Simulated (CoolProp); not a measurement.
Vapour-liquid equilibrium of ethane (1) + n-butane (2) at 0.0937 MPa; x and y are mole fractions of (1).

The numbers come from the multi-fluid Helmholtz-energy mixture model, Bücker 2006 and Bücker 2006; pair parameters Kunz 2012 in CoolProp.

| x | bubble temperature, mixture model (K) | bubble temperature, Raoult's law (K) | y, mixture model | y, Raoult's law |
|---|---|---|---|---|
| 0.05 | 250.0 | 247.5 | 0.592 | 0.646 |
| 0.125 | 230.1 | 228.3 | 0.862 | 0.881 |
| 0.2 | ? | 217.2 | 0.938 | 0.944 |
| 0.275 | 210.1 | 209.7 | 0.967 | 0.969 |
| 0.35 | 204.3 | 204.3 | 0.980 | 0.981 |
| 0.425 | 199.9 | 200.1 | ? | 0.988 |
| 0.5 | 196.4 | 196.6 | 0.992 | 0.992 |
| 0.575 | ? | 193.8 | 0.994 | 0.995 |
| 0.65 | 191.1 | 191.3 | 0.996 | 0.996 |
| 0.725 | ? | 189.2 | 0.997 | 0.998 |
| 0.8 | 187.2 | 187.3 | 0.998 | 0.999 |
| 0.875 | 185.6 | 185.6 | 0.999 | 0.999 |
| 0.95 | 184.1 | 184.1 | 1.000 | 1.000 |

Q: Some entries are withheld; supply them.

A: 
- 0.2, bubble temperature, mixture model (K): 218.1
- 0.425, y, mixture model: 0.987
- 0.575, bubble temperature, mixture model (K): 193.5
- 0.725, bubble temperature, mixture model (K): 189.0

The largest gap from Raoult's law is +2.5 K in bubble temperature, at x = 0.05. No azeotrope shows between x = 0.05 and 0.95.

Pair parameters are fitted to limited data, so mixtures are less certain than the pure fluids. The gap from Raoult's law changes sign with composition, which may be real or a fault of the pair parameters; it wasn't checked against measurements.
